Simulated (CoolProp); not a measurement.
Model: reference Helmholtz-energy equation of state, Kamei 1995, in CoolProp.

**Question.** Give the vapour pressure (bar), liquid density (kg/m³), liquid cp (kJ/(kg K)), vapour Z of saturated R22 at 15.15 °C.

**Answer.** 
| T (°C) | p (bar) | liquid density (kg/m³) | liquid cp (kJ/(kg K)) | vapour Z |
|---|---|---|---|---|
| 15.15 | 7.93 | 1230 | 1.22 | 0.853 |
